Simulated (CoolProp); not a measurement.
Hexamethyldisiloxane (MM) along the isotherm 492.3 K: fugacity coefficient from the reference equation and from simpler models built on Tc = 518.7 K, pc = 1931 kPa, ω = 0.418; each cubic takes its own stable root.

Model: reference Helmholtz-energy equation of state, Thol 2016, in CoolProp.

```json
[
 {"p (kPa)": "966", "phase": "gas", "reference": "0.7894", "van der Waals": "0.8321", "Soave-Redlich-Kwong": "0.7989", "Peng-Robinson": "0.7834"},
 {"p (kPa)": "1930", "phase": "liquid", "reference": "0.5011", "van der Waals": "0.6136", "Soave-Redlich-Kwong": "0.5204", "Peng-Robinson": "0.5018"},
 {"p (kPa)": "2900", "phase": "liquid", "reference": "0.3599", "van der Waals": "0.4592", "Soave-Redlich-Kwong": "0.3778", "Peng-Robinson": "0.3609"},
 {"p (kPa)": "3860", "phase": "liquid", "reference": "0.2909", "van der Waals": "0.3845", "Soave-Redlich-Kwong": "0.3080", "Peng-Robinson": "0.2916"},
 {"p (kPa)": "4830", "phase": "liquid", "reference": "0.2499", "van der Waals": "0.3412", "Soave-Redlich-Kwong": "0.2665", "Peng-Robinson": "0.2501"},
 {"p (kPa)": "5790", "phase": "liquid", "reference": "0.2237", "van der Waals": "0.3147", "Soave-Redlich-Kwong": "0.2399", "Peng-Robinson": "0.2233"},
 {"p (kPa)": "6760", "phase": "liquid", "reference": "0.2055", "van der Waals": "0.2976", "Soave-Redlich-Kwong": "0.2215", "Peng-Robinson": "0.2046"},
 {"p (kPa)": "7720", "phase": "liquid", "reference": "0.1927", "van der Waals": "0.2868", "Soave-Redlich-Kwong": "0.2086", "Peng-Robinson": "0.1912"},
 {"p (kPa)": "8690", "phase": "liquid", "reference": "0.1833", "van der Waals": "0.2802", "Soave-Redlich-Kwong": "0.1991", "Peng-Robinson": "0.1811"},
 {"p (kPa)": "9660", "phase": "liquid", "reference": "0.1764", "van der Waals": "0.2769", "Soave-Redlich-Kwong": "0.1923", "Peng-Robinson": "0.1736"}
]
```
